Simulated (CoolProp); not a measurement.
Values from CoolProp's reference Helmholtz-energy equation of state, Lemmon 2006. It is a short technical equation, of lower accuracy than the large ones.

Give the vapour pressure (MPa), vapour density (kg/m³), surface tension (mN/m) of saturated nitrous oxide at 260.3, 267.8 K.


```csv
T (K),p (MPa),vapour density (kg/m³),surface tension (mN/m)
260.3,2.21,58.1,7.74
267.8,2.71,72.7,6.35
```

Surface tension comes from a separate correlation (Mulero 2012).
